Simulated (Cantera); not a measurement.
## Low-pressure radical oxidation in H2/O2

An isothermal, constant-pressure homogeneous reactor starts with H2 : O2 = 0.0063 : 1 (molar parts), equivalence ratio 0.0032, at 1375 K and 3900 Pa.

Cantera simulation using GRI-Mech 3.0 (53 species, 325 reactions); the numbers are that mechanism's predictions, not measurements. Radical loss at walls, strong at low pressure, is not modelled.

```json
[
 {"t (s)": "0.000200", "x H2": "0.00626", "x O2": "0.994", "x H": "8.46e-9", "x H2O": "5.36e-8", "x HO2": "5.99e-8"},
 {"t (s)": "0.000538", "x H2": "0.00626", "x O2": "0.994", "x H": "6.29e-8", "x H2O": "9.35e-7", "x HO2": "1.63e-7"},
 {"t (s)": "0.00145", "x H2": "0.00600", "x O2": "0.993", "x H": "1.01e-5", "x H2O": "0.000182", "x HO2": "7.23e-7"},
 {"t (s)": "0.00390", "x H2": "2.67e-5", "x O2": "0.988", "x H": "0.000122", "x H2O": "0.00576", "x HO2": "8.60e-7"},
 {"t (s)": "0.0105", "x H2": "1.44e-5", "x O2": "0.988", "x H": "0.000101", "x H2O": "0.00582", "x HO2": "7.82e-7"},
 {"t (s)": "0.0283", "x H2": "1.17e-5", "x O2": "0.989", "x H": "7.35e-5", "x H2O": "0.00588", "x HO2": "6.98e-7"},
 {"t (s)": "0.0761", "x H2": "7.26e-6", "x O2": "0.991", "x H": "3.54e-5", "x H2O": "0.00598", "x HO2": "5.34e-7"},
 {"t (s)": "0.205", "x H2": "2.93e-6", "x O2": "0.993", "x H": "8.94e-6", "x H2O": "0.00610", "x HO2": "3.09e-7"},
 {"t (s)": "0.552", "x H2": "7.68e-7", "x O2": "0.993", "x H": "1.19e-6", "x H2O": "0.00619", "x HO2": "1.27e-7"},
 {"t (s)": "1.49", "x H2": "1.62e-7", "x O2": "0.994", "x H": "1.14e-7", "x H2O": "0.00624", "x HO2": "4.28e-8"},
 {"t (s)": "4.00", "x H2": "3.58e-8", "x O2": "0.994", "x H": "1.20e-8", "x H2O": "0.00626", "x HO2": "2.26e-8"}
]
```
x: mole fraction; the columns are a selection and need not sum to one.

Equilibrium at this temperature and pressure: H2 9.81e-9, O2 0.994, H 1.73e-9, H2O 0.00627, HO2 2.62e-8 (gas phase only).
